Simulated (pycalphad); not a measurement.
An equivalent pycalphad script:

```python
from pycalphad import Database, equilibrium, calculate, variables as v
import numpy as np
db = Database('COST507.tdb')
comps = ['FE', 'TI', 'VA']
phases = ['BCC_A2', 'FCC_A1', 'FETI', 'HCP_A3', 'LAVES_C14', 'LIQUID']
from pycalphad.mapping import BinaryStrategy
m = BinaryStrategy(db, comps, phases, {v.X('TI'): (0, 1, 0.02), v.T: (500, 2150, 10), v.P: 101325, v.N: 1})
m.do_map()
```

All values are pycalphad results on the COST 507 light-alloy database (1999) (1 atm), not direct measurements. The data set is of 1999 and partly superseded. Kinetics are ignored, which matters at the lower temperatures.

Three-phase equilibria found:

```json
[
 {"type": "peritectic", "reaction on cooling": "LAVES_C14 + liquid → FETI", "T (K)": "1593.4", "Ti in phase 1 (at.%)": "37.4", "Ti in phase 2 (at.%)": "50.0", "Ti in phase 3 (at.%)": "50.6"},
 {"type": "eutectic", "reaction on cooling": "liquid → bcc + LAVES_C14", "T (K)": "1564.4", "Ti in phase 1 (at.%)": "9.9", "Ti in phase 2 (at.%)": "15.2", "Ti in phase 3 (at.%)": "26.7"},
 {"type": "eutectic", "reaction on cooling": "liquid → FETI + bcc", "T (K)": "1349.3", "Ti in phase 1 (at.%)": "50.0", "Ti in phase 2 (at.%)": "71.2", "Ti in phase 3 (at.%)": "77.2"},
 {"type": "eutectoid", "reaction on cooling": "bcc → FETI + hcp", "T (K)": "849.4", "Ti in phase 1 (at.%)": "50.0", "Ti in phase 2 (at.%)": "87.7", "Ti in phase 3 (at.%)": "99.94"}
]
```

Phases 1 to 3 are ordered by rising Ti content. The map covers 500 K to 2150 K; reactions that its mapper missed or could not classify are not listed.

Database names, with the compositions (at.%) that they take in these runs: LAVES_C14: Fe 63-73 Ti 27-37; FETI: Fe 50 Ti 50.
